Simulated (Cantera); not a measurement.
# Thermodynamics of iron carbonyl, mercury and lead vapours, feed Pb + H₂ + N₂

Feed: 1 mol Pb, 0.18 mol H₂, 0.35 mol N₂, held at 0.00160 bar.

Cantera equilibrium calculation (NASA polynomials, part measured and part estimated; ideal gas, pure solids and liquids). Candidate condensed phases: Pb; 11 gas species. The numbers say what is thermodynamically allowed, not how fast it happens.

```json
[
 {"T (K)": "600", "log p N₂": "-2.98", "log p H₂": "-3.26", "log p NH₃": "-7.77", "log p Pb": "-11.29", "n Pb(s)": "1.00", "n Pb(l)": "0"},
 {"T (K)": "625", "log p N₂": "-2.98", "log p H₂": "-3.26", "log p NH₃": "-7.95", "log p Pb": "-10.63", "n Pb(s)": "0", "n Pb(l)": "1.00"},
 {"T (K)": "650", "log p N₂": "-2.98", "log p H₂": "-3.26", "log p NH₃": "-8.11", "log p Pb": "-10.03", "n Pb(s)": "0", "n Pb(l)": "1.00"},
 {"T (K)": "675", "log p N₂": "-2.98", "log p H₂": "-3.26", "log p NH₃": "-8.27", "log p Pb": "-9.47", "n Pb(s)": "0", "n Pb(l)": "1.00"},
 {"T (K)": "700", "log p N₂": "-2.98", "log p H₂": "-3.26", "log p NH₃": "-8.41", "log p Pb": "-8.95", "n Pb(s)": "0", "n Pb(l)": "1.00"},
 {"T (K)": "725", "log p N₂": "-2.98", "log p H₂": "-3.26", "log p NH₃": "-8.55", "log p Pb": "-8.47", "n Pb(s)": "0", "n Pb(l)": "1.000"},
 {"T (K)": "750", "log p N₂": "-2.98", "log p H₂": "-3.26", "log p NH₃": "-8.68", "log p Pb": "-8.02", "n Pb(s)": "0", "n Pb(l)": "1.000"}
]
```
log p: log10 of the partial pressure in bar; n: condensed amount in mol.

At 600 K the condensed part is Pb(s). From 625 K to 750 K the condensed part is Pb(l).
